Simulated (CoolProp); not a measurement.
Model: reference Helmholtz-energy equation of state, Span 2003, in CoolProp. It is a short technical equation, of lower accuracy than the large ones.

Q: For n-heptane, give the phase and the Z, cv (kJ/(kg K)), Joule-Thomson coefficient (K/MPa), viscosity (µPa s) at 326.85 °C and 5.98 bar; 326.85 °C and 40.7 bar; 326.85 °C and 146 bar.

A: 
- 326.85 °C and 5.98 bar: gas; Z 0.947, cv 2.80, Joule-Thomson coefficient 6.03, viscosity 12.0
- 326.85 °C and 40.7 bar: supercritical; Z 0.549, cv 2.93, Joule-Thomson coefficient 9.45, viscosity 22.2
- 326.85 °C and 146 bar: supercritical; Z 0.686, cv 2.89, Joule-Thomson coefficient 0.307, viscosity 68.0

Viscosity comes from a separate model (Michailidou 2014).
